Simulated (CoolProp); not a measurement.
Vapour-liquid equilibrium of C2F6 (R116) (1) + R143a (2) at 205.1 K; x and y are mole fractions of (1).

Model: multi-fluid Helmholtz-energy mixture model, Lemmon 2006 and Lemmon and Jacobsen 2000; pair parameters Bell 2016, in CoolProp.

```
x      bubble pressure, mixture model (MPa)  bubble pressure, Raoult's law (MPa)  y, mixture model  y, Raoult's law
-----  ------------------------------------  -----------------------------------  ----------------  ---------------
0.05                                0.05813                              0.04037             0.441            0.209
0.125                               0.08681                              0.05050             0.646            0.417
0.2                                  0.1075                              0.06063             0.728            0.556
0.275                                0.1222                              0.07075             0.772            0.655
0.35                                 0.1326                              0.08088             0.799            0.730
0.425                                0.1399                              0.09101             0.818            0.788
0.5                                  0.1454                               0.1011             0.832            0.834
0.575                                0.1497                               0.1113             0.844            0.872
0.65                                 0.1536                               0.1214             0.857            0.903
0.725                                0.1572                               0.1315             0.872            0.930
0.8                                  0.1609                               0.1416             0.891            0.953
0.875                                0.1645                               0.1518             0.919            0.972
0.95                                 0.1675                               0.1619             0.960            0.990
```

The largest gap from Raoult's law is +77.3 % in bubble pressure, at x = 0.2. No azeotrope shows between x = 0.05 and 0.95.

Pair parameters are fitted to limited data, so mixtures are less certain than the pure fluids. With so large a gap from Raoult's law the liquid may split in two, which this calculation doesn't test in full.
